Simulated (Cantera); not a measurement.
What does this Cantera script print?

```python
import numpy as np
import cantera as ct

gas_names = """
    H H2 H2S N NH NH2 NH3 N2 N2H2 N2H4 Pb PbS Pb2 S SH SN S2 S8
""".split()
cond_names = """
    Pb(cr) Pb(L) PbS(s) PbS(L) S(cr1) S(cr2) S(L)
""".split()


# ... load() reads the species with a 1 bar reference pressure and builds the phases ...
atoms = {
    'Pb': {'Pb': 1},
    'H2S': {'H': 2, 'S': 1},
    'N2': {'N': 2},
}
top_T = {}  # K; cautious upper limits of use, not melting points


# ... equilibrate(T, P, feed) seeds the gas with the atoms and calls Mixture.equilibrate('TP', solver="vcs", rtol=1e-11, max_steps=5000) ...
results = []
feed = {'Pb': 1, 'H2S': 0.091, 'N2': 190}  # mol
T = 1575  # K
for P in [10, 82, 670, 5500, 45000, 370000, 3000000]:
    mix = equilibrate(T, P, feed)
    results.append((T, P, feed, dict(zip(mix.species_names, mix.species_moles))))

top = {s: max(r[3][s] / sum(r[3][g] for g in gas_names) for r in results) for s in gas_names}
cols = sorted((s for s in top if top[s] > 1e-05), key=lambda s: -top[s])[:5]
seen = [c for c in cond_names if any(r[3].get(c, 0) > 1e-12 for r in results)]
print("log10 of partial pressures in bar; condensed amounts in mol")
print(f"{'P/Pa':>10s}" + "".join(f"{s[:9]:>10s}" for s in cols + seen))
for T, P, feed, n in results:
    ng = sum(n[g] for g in gas_names)
    print(f"{P:10.4g}" + "".join(f"{np.log10(max(n[s] / ng * P / 1e5, 1e-99)):10.3f}" for s in cols)
          + "".join(f"{n.get(c, 0):10.4g}" for c in seen))
```

Result:

```
log10 of partial pressures in bar; condensed amounts in mol
      P/Pa        N2        Pb        H2       PbS        S2     Pb(L)
        10    -4.003    -6.289    -7.366    -8.059    -7.863         0
        82    -3.089    -5.386    -6.425    -6.748    -7.046         0
       670    -2.176    -4.488    -5.503    -5.596    -6.538         0
      5500    -1.262    -3.581    -4.585    -4.600    -6.360         0
   4.5e+04    -0.349    -2.669    -3.671    -3.672    -6.328         0
   3.7e+05     0.566    -1.755    -2.755    -2.755    -6.323         0
     3e+06     1.476    -1.311    -1.846    -1.846    -5.393    0.5988
```

Cantera equilibrium calculation (NASA polynomials, part measured and part estimated; ideal gas, pure solids and liquids).
